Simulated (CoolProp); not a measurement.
Vapour-liquid equilibrium of R152A (1) + isobutane (2) at -59.45 °C; x and y are mole fractions of (1).

The numbers come from the multi-fluid Helmholtz-energy mixture model, Outcalt 1996 and Bücker 2006; pair parameters Bell 2016 in CoolProp.

Give the bubble pressure and the first vapour's composition at x = 0.2, 0.8, 0.875. Is there an azeotrope?

x = 0.2: 0.01864 MPa, y = 0.560; x = 0.8: 0.02061 MPa, y = 0.668; x = 0.875: 0.01999 MPa, y = 0.710. y crosses x between x = 0.575 and 0.65: the model has an azeotrope there.

Pair parameters are fitted to limited data, so mixtures are less certain than the pure fluids. With so large a gap from Raoult's law the liquid may split in two, which this calculation doesn't test in full.
